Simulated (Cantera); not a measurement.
# Low-pressure radical oxidation in H2/O2

An isothermal, constant-pressure homogeneous reactor starts with H2 : O2 = 0.03 : 1 (molar parts), equivalence ratio 0.015, at 950 K and 0.750 Torr.

Cantera simulation using GRI-Mech 3.0 (53 species, 325 reactions); the numbers are that mechanism's predictions, not measurements. Radical loss at walls, strong at low pressure, is not modelled.

```json
[
 {"t (s)": "4.00e-5", "x H2": "0.0291", "x O2": "0.971", "x O": "<1e-12", "x OH": "<1e-12", "x H": "<1e-12", "x H2O2": "<1e-12"},
 {"t (s)": "0.000102", "x H2": "0.0291", "x O2": "0.971", "x O": "<1e-12", "x OH": "<1e-12", "x H": "<1e-12", "x H2O2": "<1e-12"},
 {"t (s)": "0.000261", "x H2": "0.0291", "x O2": "0.971", "x O": "<1e-12", "x OH": "<1e-12", "x H": "1.21e-12", "x H2O2": "<1e-12"},
 {"t (s)": "0.000666", "x H2": "0.0291", "x O2": "0.971", "x O": "<1e-12", "x OH": "<1e-12", "x H": "2.89e-12", "x H2O2": "<1e-12"},
 {"t (s)": "0.00170", "x H2": "0.0291", "x O2": "0.971", "x O": "2.26e-12", "x OH": "1.92e-12", "x H": "6.51e-12", "x H2O2": "<1e-12"},
 {"t (s)": "0.00434", "x H2": "0.0291", "x O2": "0.971", "x O": "1.23e-11", "x OH": "8.57e-12", "x H": "1.47e-11", "x H2O2": "<1e-12"},
 {"t (s)": "0.0111", "x H2": "0.0291", "x O2": "0.971", "x O": "7.34e-11", "x OH": "3.90e-11", "x H": "4.61e-11", "x H2O2": "<1e-12"},
 {"t (s)": "0.0283", "x H2": "0.0291", "x O2": "0.971", "x O": "9.35e-10", "x OH": "4.27e-10", "x H": "4.44e-10", "x H2O2": "<1e-12"},
 {"t (s)": "0.0722", "x H2": "0.0291", "x O2": "0.971", "x O": "2.33e-7", "x OH": "1.04e-7", "x H": "1.07e-7", "x H2O2": "<1e-12"},
 {"t (s)": "0.184", "x H2": "0.00888", "x O2": "0.958", "x O": "0.00866", "x OH": "0.00182", "x H": "0.00696", "x H2O2": "1.79e-8"},
 {"t (s)": "0.471", "x H2": "0.000322", "x O2": "0.951", "x O": "0.0169", "x OH": "0.000770", "x H": "0.00533", "x H2O2": "2.91e-9"},
 {"t (s)": "1.20", "x H2": "0.000247", "x O2": "0.955", "x O": "0.0137", "x OH": "0.000674", "x H": "0.00375", "x H2O2": "2.90e-9"},
 {"t (s)": "3.07", "x H2": "0.000152", "x O2": "0.961", "x O": "0.00818", "x OH": "0.000527", "x H": "0.00174", "x H2O2": "3.18e-9"},
 {"t (s)": "7.83", "x H2": "5.60e-5", "x O2": "0.967", "x O": "0.00298", "x OH": "0.000320", "x H": "0.000383", "x H2O2": "3.44e-9"},
 {"t (s)": "20.0", "x H2": "1.22e-5", "x O2": "0.970", "x O": "0.000650", "x OH": "0.000149", "x H": "3.88e-5", "x H2O2": "3.26e-9"}
]
```
x: mole fraction; the columns are a selection and need not sum to one.

Equilibrium at this temperature and pressure: H2 1.74e-11, O2 0.970, O 9.96e-10, OH 1.85e-7, H <1e-12, H2O2 1.32e-12 (gas phase only).
